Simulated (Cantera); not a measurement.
Feed: 1 mol Ti(OiPr)4, 0.33 mol CH4, 96 mol H2, 0.68 mol C3H8, equilibrated at 777 °C and 3.08 Torr.

Cantera equilibrium calculation (NASA polynomials, part measured and part estimated; ideal gas, pure solids and liquids). Candidate condensed phases: C, C6H6, C7H8, C8H18, H2O, Ti, TiC, TiO, TiO2, Ti2O3, Ti3O5, Ti4O7; 113 gas species. The feed counts by its element totals alone. Rates play no part.

Base state: H2 0.980, CO 0.0202, CH4 0.000225, H2O 1.47e-5 (mole fractions); condensed: C(graphite) + Ti3O5(s).

Question: What changes in the equilibrium state with this change: pressure from 3.08 Torr to 750 Torr?

Answer: 
| species | before | after |
|---|---|---|
| H2 | 0.980 | 0.932 |
| CH4 | 0.000225 | 0.0497 |
| CO | 0.0202 | 0.0155 |
| H2O | 1.47e-5 | 0.00262 |
| CO2 | 3.56e-7 | 5.15e-5 |
| C(graphite), mol | 12.0 | 7.21 |
| Ti3O5(s), mol | 0.333 | 0 |
| TiO2(rutile), mol | 0 | 1.00 |

Question: What changes in the equilibrium state with this change: temperature from 777 °C to 1525 °C?

Answer: 
```
species             before     after
----------------  --------  --------
H2                   0.980     0.960
CO                  0.0202    0.0340
H                  1.25e-7   0.00539
C2H2 (acetylene)   4.05e-9  0.000166
H2O                1.47e-5   3.85e-8
CH4               0.000225   2.93e-6
C(graphite), mol      12.0      9.33
Ti3O5(s), mol        0.333         0
TiC(s), mol              0      1.00
```
TiC: taken at fixed stoichiometry.
